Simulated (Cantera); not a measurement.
What does this Cantera script print?

```python
import numpy as np
import cantera as ct

gas = ct.Solution("gri30.yaml")
gas.TPX = 1825, 100000, {'CH4': 1, 'H2O': 0.82, 'H2': 0.1}
reactor = ct.IdealGasConstPressureReactor(gas, energy="off", clone=False)
net = ct.ReactorNet([reactor])
net.rtol, net.atol = 1e-08, 1e-18
show = ['CH4', 'H2O', 'H2', 'O', 'OH']
times = np.geomspace(5e-06, 2, 13)

steps = ct.SolutionArray(gas, extra=["t"])
rows = []
print(f"{'t/s':>10s}{'T/K':>9s}{'P/Pa':>11s}" + "".join(f"{s:>11s}" for s in show))
for t in times:
    while net.time < t:
        t_next = net.step()
        steps.append(gas.state, t=t_next)
    rows.append([np.interp(t, steps.t, y) for y in (steps.T, steps.P, *steps(*show).X.T)])
    print(f"{t:10.3e}{rows[-1][0]:9.1f}{rows[-1][1]:11.4g}" + "".join(f"{x:11.3e}" for x in rows[-1][2:]))
rate = np.gradient(steps.T, steps.t)
print("integrator steps:", len(steps.t))
if steps.T.max() > steps.T[0] + 200:
    print(f"time of steepest temperature rise: {steps.t[rate.argmax()]:.4e} s")
gas.TPX = 1825, 100000, {'CH4': 1, 'H2O': 0.82, 'H2': 0.1}
gas.equilibrate("TP")
print(f"equilibrium (TP): T = {gas.T:.1f} K  " + "  ".join(f"{s} {gas[s].X[0]:.3e}" for s in show))
```

It prints:

```
       t/s      T/K       P/Pa        CH4        H2O         H2          O         OH
 5.000e-06   1825.0      1e+05  5.196e-01  4.269e-01  5.255e-02  2.011e-10  2.871e-06
 1.465e-05   1825.0      1e+05  5.170e-01  4.265e-01  5.371e-02  1.184e-09  6.996e-06
 4.292e-05   1825.0      1e+05  5.067e-01  4.251e-01  6.006e-02  3.984e-09  1.309e-05
 1.257e-04   1825.0      1e+05  4.610e-01  4.162e-01  9.637e-02  7.049e-09  1.805e-05
 3.684e-04   1825.0      1e+05  3.493e-01  3.842e-01  2.035e-01  4.662e-09  1.605e-05
 1.079e-03   1825.0      1e+05  2.172e-01  3.405e-01  3.386e-01  2.693e-09  1.356e-05
 3.162e-03   1825.0      1e+05  1.100e-01  3.021e-01  4.488e-01  1.951e-09  1.216e-05
 9.265e-03   1825.0      1e+05  4.923e-02  2.653e-01  5.223e-01  1.714e-09  1.111e-05
 2.714e-02   1825.0      1e+05  2.821e-02  2.146e-01  5.764e-01  1.511e-09  8.981e-06
 7.953e-02   1825.0      1e+05  2.069e-02  1.440e-01  6.350e-01  1.117e-09  5.692e-06
 2.330e-01   1825.0      1e+05  1.347e-02  7.385e-02  6.923e-01  6.587e-10  2.768e-06
 6.826e-01   1825.0      1e+05  7.922e-03  2.613e-02  7.313e-01  2.657e-10  9.477e-07
 2.000e+00   1825.0      1e+05  5.178e-03  4.362e-03  7.492e-01  4.769e-11  1.560e-07
integrator steps: 1546
equilibrium (TP): T = 1825.0 K  CH4 4.606e-03  H2O 3.581e-06  H2 7.528e-01  O 5.017e-14  OH 1.278e-10
```

Model: GRI-Mech 3.0 (53 species, 325 reactions), integrated in Cantera.
